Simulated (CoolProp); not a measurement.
Properties of toluene at several states (Tc = 591.7 K, pc = 4.126 MPa, ω = 0.266).

Model: reference Helmholtz-energy equation of state, Lemmon 2006, in CoolProp. It is a short technical equation, of lower accuracy than the large ones.

```
T (K)  p (MPa)   phase  speed of sound (m/s)  viscosity (µPa s)
-----  -------  ------  --------------------  -----------------
322.2   0.0904  liquid            (withheld)                423
353.6     4.75  liquid            (withheld)                329
410.4   0.0105     gas                 197.7               9.47
522.3     2.11  liquid                 437.9         (withheld)
```

**Question.** Complete the blanks.

**Answer.** 
- 322.2, speed of sound (m/s): 1202
- 353.6, speed of sound (m/s): 1107
- 522.3, viscosity (µPa s): 101

Viscosity comes from a separate model (Avgeri 2015).
